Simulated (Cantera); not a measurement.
Input: 1 mol Cu2O, 280 mol H2, at 1725 °C and 0.00550 bar.

Method: chemical equilibrium by Gibbs-energy minimisation in Cantera with the NASA 1993 tables (ideal gas, pure condensed phases). Candidate condensed phases: Cu, CuO, Cu(OH)2, Cu2O, H2O; 12 gas species. Rates play no part.

Base state: H2 0.968, H 0.0213, Cu 0.00702, H2O 0.00350 (mole fractions); condensed: gas only.

Q: What changes in the equilibrium state with this change: temperature from 1725 °C to 1275 °C?

A: 
```
species      before     after
----------  -------  --------
H2            0.968     0.993
H2O         0.00350   0.00356
Cu          0.00702   0.00327
H            0.0213  0.000414
Cu(l), mol        0      1.08
```
